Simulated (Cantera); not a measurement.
Mixture: 4.40 % CH₄, 1.41 % CO, 19.8 % O₂, 74.4 % N₂, equivalence ratio 0.48, at 101000 Pa, adiabatic and at constant volume. Ignition delay is the time to a rise of 400 K.

Detailed kinetics in Cantera: GRI-Mech 3.0 (53 species, 325 reactions).

**Question.** Predict: delay at 1200 K; delay at 1250 K; delay at 1300 K; delay at 1350 K; delay at 1400 K; delay at 1450 K; apparent activation energy between 1350 and 1450 K.

**Answer.** 
- delay at 1200 K = 30.8 ms
- delay at 1250 K = 15.0 ms
- delay at 1300 K = 7.66 ms
- delay at 1350 K = 4.11 ms
- delay at 1400 K = 2.32 ms
- delay at 1450 K = 1.37 ms
- apparent activation energy between 1350 and 1450 K = 180 kJ/mol
